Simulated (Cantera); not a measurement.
Charge: 1 mol CH2F2, 0.037 mol H2, at 1800 K and 0.100 bar.

Method: chemical equilibrium by Gibbs-energy minimisation in Cantera with the NASA 1993 tables (ideal gas, pure condensed phases). Candidate condensed phases: C, C6H6, C7H8, C8H18; 95 gas species. Rates play no part.

Base state: HF 0.982, H2 0.0181, H 0.000152 (mole fractions); condensed: C(graphite).

Q: What changes in the equilibrium state with this change: 0.75 mol HCl added?

A: 
| species | before | after |
|---|---|---|
| HF | 0.982 | 0.717 |
| HCl | 0 | 0.267 |
| H2 | 0.0181 | 0.0142 |
| Cl | 0 | 0.00194 |
| H | 0.000152 | 0.000135 |
| C(graphite), mol | 1.000 | 1.000 |

Q: What changes in the equilibrium state with this change: temperature from 1800 K to 2648 K?

A: 
```
species             before     after
----------------  --------  --------
HF                   0.982     0.968
H                 0.000152    0.0160
H2                  0.0181    0.0119
CF                 2.12e-9  0.000197
C3                   <1e-9   4.35e-5
C(graphite), mol     1.000     0.998
```
